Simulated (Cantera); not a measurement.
Input (Python, Cantera) and output of one run.

```python
import numpy as np
import cantera as ct

gas_names = """
    C CH CH2 CH3 CH2OH CH3O CH4 CH3OH CO CO2 COOH C2 C2H CHCO,ketyl C2H2,acetylene C2H2,vinylidene
    CH2CO,ketene C2H3,vinyl CH3CO,acetyl C2H4 C2H4O,ethylen CH3CHO,ethanal CH3COOH (HCOOH)2 C2H5 C2H6
    CH3OCH3 C2H5OH C2O C3 C3H3,propargyl C3H4,allene C3H4,propyne C3H4,cyclo- C3H5,allyl C3H6,propylene
    C3H6,cyclo- C3H6O C3H7,n-propyl C3H7,i-propyl C3H8 C3H8O,1propanol C3H8O,2propanol C3O2 C4 C4H2
    C4H4,1,3-cyclo- C4H6,butadiene C4H6,2-butyne C4H6,cyclo- C4H8,1-butene C4H8,cis2-buten
    C4H8,tr2-butene C4H8,isobutene C4H8,cyclo- (CH3COOH)2 C4H9,n-butyl C4H9,i-butyl C4H9,s-butyl
    C4H9,t-butyl C4H10,isobutane C4H10,n-butane C5 C5H6,1,3cyclo- C5H8,cyclo- C5H10,1-pentene
    C5H10,cyclo- C5H11,pentyl C5H11,t-pentyl C5H12,n-pentane C5H12,i-pentane CH3C(CH3)2CH3 C6H2
    C6H5,phenyl C6H5O,phenoxy C6H6 C6H5OH,phenol C6H10,cyclo- C6H12,1-hexene C6H12,cyclo- C6H13,n-hexyl
    C7H7,benzyl C7H8 C7H8O,cresol C7H14,1-heptene C7H15,n-heptyl C7H16,n-heptane C8H8,styrene
    C8H10,ethylbenz C8H16,1-octene C8H17,n-octyl C8H18,isooctane C8H18,n-octane C9H19,n-nonyl
    C10H8,naphthale C10H21,n-decyl C12H9,o-bipheny C12H10,bipheny H HCO HO2 H2 HCHO,formaldehy HCOOH H2O
    H2O2 O OH O2 O3 Si SiC SiC2 SiC4H12 SiH SiH2 SiH3 SiH4 SiO SiO2 Si2 Si2C Si3
""".split()
cond_names = """
    C(gr) C6H6(L) C7H8(L) C8H18(L),n-octa H2O(s) H2O(L) Si(cr) Si(L) SiC(b) SiO2(Lqz) SiO2(hqz) SiO2(L)
""".split()


def load(file, names, dense=False):
    # The tables refer to 1 bar. Condensed volumes are neglected.
    table = {s.name: s for s in ct.Species.list_from_file(file)}
    out = []
    for n in names:
        d = dict(table[n].input_data)
        d["thermo"] = dict(d["thermo"], **{"reference-pressure": 1e5})
        if dense:
            d["equation-of-state"] = {"model": "constant-volume", "density": "1e6 g/cm^3"}
        out.append(ct.Species.from_dict(d))
    return out


gas = ct.Solution(thermo="ideal-gas", species=load("nasa_gas.yaml", gas_names))
cond = {s.name: ct.Solution(thermo="fixed-stoichiometry", species=[s], name=s.name)
        for s in load("nasa_condensed.yaml", cond_names, dense=True)}
atoms = {
    'SiO2': {'Si': 1, 'O': 2},
    'CH4': {'C': 1, 'H': 4},
    'CO': {'C': 1, 'O': 1},
    'O2': {'O': 2},
}
top_T = {'C(gr)': 4500, 'SiC(b)': 3050}  # K; cautious upper limits of use, not melting points


def equilibrate(T, P, feed):
    n = {}
    for name, mol in feed.items():
        for a, k in atoms[name].items():
            n[a] = n.get(a, 0.0) + k * mol
    gas.TPX = T, P, n
    mass = sum(n.values()) * gas.mean_molecular_weight
    gas.equilibrate("TP")
    valid = [c for c in cond.values() if c.min_temp <= T <= top_T.get(c.name, c.max_temp)]
    mix = ct.Mixture([(gas, mass / gas.mean_molecular_weight)] + [(c, 0.0) for c in valid])
    mix.T, mix.P = T, P
    mix.equilibrate("TP", solver="vcs", rtol=1e-11, max_steps=5000)
    return mix


results = []
feed = {'SiO2': 1, 'CH4': 3, 'CO': 0.56, 'O2': 0.0011}  # mol
P = 42  # Pa
for T in [1950, 1975, 2000, 2025, 2050, 2075, 2100, 2125]:
    mix = equilibrate(T, P, feed)
    results.append((T, P, feed, dict(zip(mix.species_names, mix.species_moles))))
    x = sorted(zip(gas.X, gas.species_names), reverse=True)
    print(f"T = {T:g} K  P = {P:g} Pa  gas = {mix.phase_moles(0):.4g} mol")
    print("   x: " + "  ".join(f"{s} {v:.3e}" for v, s in x if v > 0.0001))
    print("   condensed (mol): " + ("  ".join(f"{mix.phase(i).name} {mix.phase_moles(i):.4g}"
          for i in range(1, mix.n_phases) if mix.phase_moles(i) > 1e-12) or "none"))
```

It prints:

```
T = 1950 K  P = 42 Pa  gas = 8.786 mol
   x: H2 6.598e-01  CO 2.892e-01  H 4.544e-02  Si 2.572e-03  SiO 2.392e-03  C2H2,acetylene 3.606e-04
   condensed (mol): C(gr) 0.05616  SiC(b) 0.9543
T = 1975 K  P = 42 Pa  gas = 8.837 mol
   x: H2 6.516e-01  CO 2.874e-01  H 5.390e-02  Si 3.843e-03  SiO 2.524e-03  C2H2,acetylene 4.231e-04  SiC2 1.414e-04
   condensed (mol): C(gr) 0.06892  SiC(b) 0.9404
T = 2000 K  P = 42 Pa  gas = 8.899 mol
   x: H2 6.419e-01  CO 2.852e-01  H 6.357e-02  Si 5.684e-03  SiO 2.656e-03  C2H2,acetylene 4.931e-04  SiC2 2.353e-04  Si2C 1.558e-04
   condensed (mol): C(gr) 0.08681  SiC(b) 0.9202
T = 2025 K  P = 42 Pa  gas = 8.978 mol
   x: H2 6.304e-01  CO 2.826e-01  H 7.456e-02  Si 8.327e-03  SiO 2.787e-03  C2H2,acetylene 5.705e-04  SiC2 3.867e-04  Si2C 2.533e-04
   condensed (mol): C(gr) 0.112  SiC(b) 0.8913
T = 2050 K  P = 42 Pa  gas = 9.076 mol
   x: H2 6.169e-01  CO 2.794e-01  H 8.694e-02  Si 1.208e-02  SiO 2.913e-03  C2H2,acetylene 6.549e-04  SiC2 6.277e-04  Si2C 4.068e-04  SiH 1.177e-04
   condensed (mol): C(gr) 0.1477  SiC(b) 0.8495
T = 2075 K  P = 42 Pa  gas = 9.202 mol
   x: H2 6.008e-01  CO 2.754e-01  H 1.007e-01  Si 1.737e-02  SiO 3.032e-03  SiC2 1.007e-03  C2H2,acetylene 7.455e-04  Si2C 6.457e-04  SiH 1.580e-04
   condensed (mol): C(gr) 0.1981  SiC(b) 0.7893
T = 2100 K  P = 42 Pa  gas = 9.363 mol
   x: H2 5.819e-01  CO 2.705e-01  H 1.160e-01  Si 2.476e-02  SiO 3.140e-03  SiC2 1.596e-03  Si2C 1.013e-03  C2H2,acetylene 8.406e-04  SiH 2.100e-04
   condensed (mol): C(gr) 0.2697  SiC(b) 0.7023
T = 2125 K  P = 42 Pa  gas = 9.572 mol
   x: H2 5.594e-01  CO 2.644e-01  H 1.325e-01  Si 3.500e-02  SiO 3.232e-03  SiC2 2.502e-03  Si2C 1.573e-03  C2H2,acetylene 9.375e-04  SiH 2.761e-04
   condensed (mol): C(gr) 0.3712  SiC(b) 0.5764
```

Equilibrium computed with Cantera from the NASA thermochemical tables; the gas is ideal and each condensed phase is pure.
